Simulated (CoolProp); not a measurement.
A single-stage vapour-compression cycle with R365MFC: evaporating at 308.15 K (dew point), condensing at 347.15 K (bubble point), superheat 10 K, subcooling 0 K, compressor efficiency 0.8, no pressure losses. Each further row changes one setting.

Computed with CoolProp (reference Helmholtz-energy equation of state, Lemmon 2016).

```tsv
case	cooling COP	pressure ratio	discharge temperature (K)	refrigerating effect (kJ/kg)	volumetric capacity (kJ/m³)
as stated	5.25	3.56	348.9	145	704
evaporating temperature 313.15 K	[?]	[?]	[?]	150	864
condensing temperature 342.15 K	6.22	[?]	345.2	152	740
subcooling 5 K	[?]	3.56	348.9	152	740
superheat 20 K	5.42	3.56	[?]	155	[?]
compressor efficiency 0.7	4.59	3.56	352.3	145	704
```

Task: Fill in the missing entries.

Result: 
- evaporating temperature 313.15 K, cooling COP: 6.29
- evaporating temperature 313.15 K, pressure ratio: 2.96
- evaporating temperature 313.15 K, discharge temperature (K): 349.7
- condensing temperature 342.15 K, pressure ratio: 3.08
- subcooling 5 K, cooling COP: 5.52
- superheat 20 K, discharge temperature (K): 358.9
- superheat 20 K, volumetric capacity (kJ/m³): 729
